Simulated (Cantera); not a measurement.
Input: 1 mol Cu₂O, 420 mol H₂, 3.3 mol N₂, at 10.0 Torr.

Cantera equilibrium calculation (NASA polynomials, part measured and part estimated; ideal gas, pure solids and liquids). Candidate condensed phases: Cu, CuO, Cu(OH)₂, Cu₂O, H₂O; 27 gas species. The numbers say what is thermodynamically allowed, not how fast it happens.

**Question.** What share of the Cu ends up in condensed phases as a function of T (K), at 975, 1075, 1175, 1275, 1375, 1475, 1575?

**Answer.** 
| T (K) | Cu condensed (%) | as |
|---|---|---|
| 975 | 100.0 | Cu(s) |
| 1075 | 100.0 | Cu(s) |
| 1175 | 100.0 | Cu(s) |
| 1275 | 99.9 | Cu(s) |
| 1375 | 98.7 | Cu(l) |
| 1475 | 91.5 | Cu(l) |
| 1575 | 56.5 | Cu(l) |
